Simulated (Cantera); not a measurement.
A Cantera script and what it prints.

```python
import numpy as np
import cantera as ct

gas_names = """
    AL ALCL ALCL2 ALCL3 ALH ALN AL2 AL2CL6 CL CL2 H HCL H2 N NH NH2 NH3 N2 N2H2 N2H4
""".split()
cond_names = """
    AL(cr) AL(L) ALCL3(s) ALCL3(L) ALN(s) NH4CL(a) NH4CL(b)
""".split()


# ... load() reads the species with a 1 bar reference pressure and builds the phases ...
atoms = {
    'AlN': {'AL': 1, 'N': 1},
    'HCl': {'H': 1, 'CL': 1},
    'H2': {'H': 2},
}
top_T = {'ALN(s)': 2750}  # K; cautious upper limits of use, not melting points


# ... equilibrate(T, P, feed) seeds the gas with the atoms and calls Mixture.equilibrate('TP', solver="vcs", rtol=1e-11, max_steps=5000) ...
results = []
feed = {'AlN': 1, 'HCl': 23, 'H2': 1.5}  # mol
P = 2.5  # Pa
for T in [973, 1048, 1123, 1198, 1273, 1348, 1423, 1498, 1573, 1648, 1723, 1798]:
    mix = equilibrate(T, P, feed)
    results.append((T, P, feed, dict(zip(mix.species_names, mix.species_moles))))

top = {s: max(r[3][s] / sum(r[3][g] for g in gas_names) for r in results) for s in gas_names}
cols = sorted((s for s in top if top[s] > 0.0001), key=lambda s: -top[s])[:5]
seen = [c for c in cond_names if any(r[3].get(c, 0) > 1e-12 for r in results)]
print("log10 of partial pressures in bar; condensed amounts in mol")
print(f"{'T/K':>10s}" + "".join(f"{s[:9]:>10s}" for s in cols + seen))
for T, P, feed, n in results:
    ng = sum(n[g] for g in gas_names)
    print(f"{T:10.4g}" + "".join(f"{np.log10(max(n[s] / ng * P / 1e5, 1e-99)):10.3f}" for s in cols)
          + "".join(f"{n.get(c, 0):10.4g}" for c in seen))
```

It prints:

```
log10 of partial pressures in bar; condensed amounts in mol
       T/K       HCL        H2        CL     ALCL3      ALCL
       973    -4.690    -5.514   -10.925    -5.991   -12.944
      1048    -4.690    -5.514   -10.085    -5.991   -11.637
      1123    -4.690    -5.514    -9.355    -5.992   -10.509
      1198    -4.690    -5.514    -8.716    -5.993    -9.525
      1273    -4.690    -5.515    -8.150    -5.997    -8.662
      1348    -4.690    -5.517    -7.646    -6.010    -7.908
      1423    -4.690    -5.525    -7.192    -6.049    -7.269
      1498    -4.690    -5.544    -6.776    -6.147    -6.770
      1573    -4.691    -5.570    -6.397    -6.343    -6.431
      1648    -4.701    -5.584    -6.065    -6.654    -6.233
      1723    -4.723    -5.567    -5.789    -7.075    -6.133
      1798    -4.761    -5.529    -5.566    -7.571    -6.093
```

Equilibrium computed with Cantera from the NASA thermochemical tables; the gas is ideal and each condensed phase is pure. The tables' values for AlCl2 are old estimates; treat these amounts as uncertain.
